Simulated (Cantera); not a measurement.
A perfectly stirred reactor is fed with CO : O₂ : H₂O : N₂ = 0.0011 : 0.0051 : 0.0015 : 1 (molar parts), at 1.20 bar; it is held at 1448 K, and followed from long to short residence time.

Detailed kinetics in Cantera: GRI-Mech 3.0 (53 species, 325 reactions).

One state of this run: x CO = 0.000744; x O₂ = 0.00484; x H₂O = 0.00144; x HO₂ = 5.88e-7; x H₂ = 1.29e-5; x CO₂ = 0.000348. x: mole fraction; the columns are a selection and need not sum to one.

Q: Which value of τ (s) does it belong to?
(A) 0.0070
(B) 0.019
(C) 0.0026
(D) 0.36

A: C, 0.0026
